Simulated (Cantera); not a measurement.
A perfectly stirred reactor is fed with CO : O2 : H2O : N2 = 0.0062 : 0.017 : 0.039 : 1 (molar parts), at 1.10 bar; it is held at 1350 K, and followed from long to short residence time.

Detailed kinetics in Cantera: GRI-Mech 3.0 (53 species, 325 reactions).

x: mole fraction; the columns are a selection and need not sum to one.

```json
[
 {"τ (s)": "11", "x CO": "8.08e-6", "x O2": "0.0131", "x H2O": "0.0368", "x H2O2": "4.93e-9", "x HO2": "4.84e-8", "x N2O": "1.60e-7", "x H2": "1.19e-6"},
 {"τ (s)": "2.3", "x CO": "2.35e-5", "x O2": "0.0131", "x H2O": "0.0368", "x H2O2": "1.22e-8", "x HO2": "1.33e-7", "x N2O": "3.47e-7", "x H2": "3.28e-6"},
 {"τ (s)": "0.48", "x CO": "[?]", "x O2": "0.0131", "x H2O": "0.0368", "x H2O2": "[?]", "x HO2": "[?]", "x N2O": "5.37e-7", "x H2": "[?]"},
 {"τ (s)": "0.10", "x CO": "0.000192", "x O2": "0.0132", "x H2O": "0.0367", "x H2O2": "6.58e-8", "x HO2": "8.75e-7", "x N2O": "5.26e-7", "x H2": "2.54e-5"},
 {"τ (s)": "0.021", "x CO": "[?]", "x O2": "0.0134", "x H2O": "0.0367", "x H2O2": "[?]", "x HO2": "[?]", "x N2O": "[?]", "x H2": "[?]"},
 {"τ (s)": "0.0044", "x CO": "0.00138", "x O2": "0.0138", "x H2O": "0.0365", "x H2O2": "2.34e-7", "x HO2": "3.05e-6", "x N2O": "2.47e-7", "x H2": "0.000155"},
 {"τ (s)": "0.00092", "x CO": "0.00313", "x O2": "0.0146", "x H2O": "0.0363", "x H2O2": "3.05e-7", "x HO2": "4.01e-6", "x N2O": "1.29e-7", "x H2": "0.000246"}
]
```

Question: What belongs in the gaps?

Answer: 
- 0.48, x CO: 6.75e-5
- 0.48, x H2O2: 2.92e-8
- 0.48, x HO2: 3.56e-7
- 0.48, x H2: 9.15e-6
- 0.021, x CO: 0.000531
- 0.021, x H2O2: 1.34e-7
- 0.021, x HO2: 1.83e-6
- 0.021, x N2O: 3.85e-7
- 0.021, x H2: 6.72e-5
